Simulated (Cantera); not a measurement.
A perfectly stirred reactor is fed with 3.84 % CH₄, 2.73 % CO, 19.7 % O₂, 73.8 % N₂, equivalence ratio 0.46, at 1.00 bar; it is adiabatic with a 425 K inlet, and is followed from long to short residence time, starting on the burning branch (τ in s: 0.09, 0.041, 0.018, 0.0084, 0.0038, 0.0017, 0.00078, 0.00035, 0.00016, 7.3e-05, 3.3e-05, 1.5e-05).

Detailed kinetics in Cantera: GRI-Mech 3.0 (53 species, 325 reactions).

### Question
Predict: blow-out, bracketed by the residence times tried; x(CH₄) at τ = 90.0 ms; x(CO) at τ = 90.0 ms; x(O₂) at τ = 90.0 ms; x(NO₂) at τ = 90.0 ms; x(CH₄) at τ = 0.780 ms; x(CO) at τ = 0.780 ms; x(O₂) at τ = 0.780 ms; x(NO₂) at τ = 0.780 ms.

### Answer
```
Property                                                                        Result
------------------------------------------------  ------------------------------------
blow-out, bracketed by the residence times tried  burning at 0.780 ms, out at 0.350 ms
x(CH₄) at τ = 90.0 ms                                                          1.87e-5
x(CO) at τ = 90.0 ms                                                          0.000510
x(O₂) at τ = 90.0 ms                                                             0.108
x(NO₂) at τ = 90.0 ms                                                          1.89e-8
x(CH₄) at τ = 0.780 ms                                                        0.000926
x(CO) at τ = 0.780 ms                                                           0.0185
x(O₂) at τ = 0.780 ms                                                            0.118
x(NO₂) at τ = 0.780 ms                                                         1.63e-9
```
